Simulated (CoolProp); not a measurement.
Vapour-liquid equilibrium of CHF3 (R23) (1) + R125 (2) at -54.55 °C; x and y are mole fractions of (1).

Values from CoolProp's multi-fluid Helmholtz-energy mixture model, Penoncello 2003 and Lemmon 2005; pair parameters Bell 2016.

Problem. Give the bubble pressure and the first vapour's composition at x = 0.125, 0.5, 0.875. Is there an azeotrope?

Solution. x = 0.125: 111.0 kPa, y = 0.415; x = 0.5: 232.4 kPa, y = 0.831; x = 0.875: 354.2 kPa, y = 0.969. No azeotrope shows between x = 0.05 and 0.95.

The pair parameters rest on a limited set of measurements; away from them the model extrapolates.
